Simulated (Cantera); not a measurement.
# Adiabatic ignition

An adiabatic, constant-volume homogeneous reactor starts with 1.72 % CH₄, 0.241 % CO, 9.92 % O₂, 87.3 % N₂, 0.862 % CO₂, equivalence ratio 0.36, at 1750 K and 6.00 bar.

Computed with Cantera and GRI-Mech 3.0 (53 species, 325 reactions).

```json
[
 {"t (s)": "9.00e-6", "T (K)": "1750", "P (bar)": "6.00", "x CH₄": "0.0172", "x CO": "0.00241", "x O₂": "0.0991", "x NO": "1.18e-11", "x H₂O₂": "2.11e-8", "x C₂H₄": "2.90e-7"},
 {"t (s)": "3.54e-5", "T (K)": "1759", "P (bar)": "6.03", "x CH₄": "0.0152", "x CO": "0.00276", "x O₂": "0.0978", "x NO": "4.93e-10", "x H₂O₂": "3.75e-7", "x C₂H₄": "0.000106"},
 {"t (s)": "0.000139", "T (K)": "2231", "P (bar)": "7.65", "x CH₄": "<1e-12", "x CO": "0.000751", "x O₂": "0.0631", "x NO": "4.84e-5", "x H₂O₂": "1.01e-7", "x C₂H₄": "<1e-12"},
 {"t (s)": "0.000548", "T (K)": "2239", "P (bar)": "7.67", "x CH₄": "<1e-12", "x CO": "0.000317", "x O₂": "0.0631", "x NO": "0.000100", "x H₂O₂": "8.85e-8", "x C₂H₄": "<1e-12"},
 {"t (s)": "0.00216", "T (K)": "2239", "P (bar)": "7.67", "x CH₄": "<1e-12", "x CO": "0.000316", "x O₂": "0.0630", "x NO": "0.000290", "x H₂O₂": "8.83e-8", "x C₂H₄": "<1e-12"},
 {"t (s)": "0.00849", "T (K)": "2237", "P (bar)": "7.66", "x CH₄": "<1e-12", "x CO": "0.000313", "x O₂": "0.0627", "x NO": "0.000993", "x H₂O₂": "8.76e-8", "x C₂H₄": "<1e-12"},
 {"t (s)": "0.0334", "T (K)": "2230", "P (bar)": "7.64", "x CH₄": "<1e-12", "x CO": "0.000303", "x O₂": "0.0616", "x NO": "0.00317", "x H₂O₂": "8.53e-8", "x C₂H₄": "<1e-12"},
 {"t (s)": "0.131", "T (K)": "2220", "P (bar)": "7.61", "x CH₄": "<1e-12", "x CO": "0.000289", "x O₂": "0.0599", "x NO": "0.00656", "x H₂O₂": "8.18e-8", "x C₂H₄": "<1e-12"},
 {"t (s)": "0.517", "T (K)": "2218", "P (bar)": "7.60", "x CH₄": "<1e-12", "x CO": "0.000285", "x O₂": "0.0595", "x NO": "0.00738", "x H₂O₂": "8.10e-8", "x C₂H₄": "<1e-12"},
 {"t (s)": "2.03", "T (K)": "2218", "P (bar)": "7.60", "x CH₄": "<1e-12", "x CO": "0.000285", "x O₂": "0.0595", "x NO": "0.00738", "x H₂O₂": "8.10e-8", "x C₂H₄": "<1e-12"},
 {"t (s)": "8.00", "T (K)": "2218", "P (bar)": "7.60", "x CH₄": "<1e-12", "x CO": "0.000285", "x O₂": "0.0595", "x NO": "0.00738", "x H₂O₂": "8.10e-8", "x C₂H₄": "<1e-12"}
]
```
x: mole fraction; the columns are a selection and need not sum to one.

| Quantity | Result |
|---|---|
| time of steepest temperature rise | 50.1 µs |
| temperature at 8.00 s | 2218 K |
| equilibrium temperature | 2218 K |
| x(CH₄) at 8.00 s | <1e-12 (gas-phase equilibrium <1e-12) |
| x(CO) at 8.00 s | 0.000285 (gas-phase equilibrium 0.000285) |
| x(O₂) at 8.00 s | 0.0595 (gas-phase equilibrium 0.0595) |
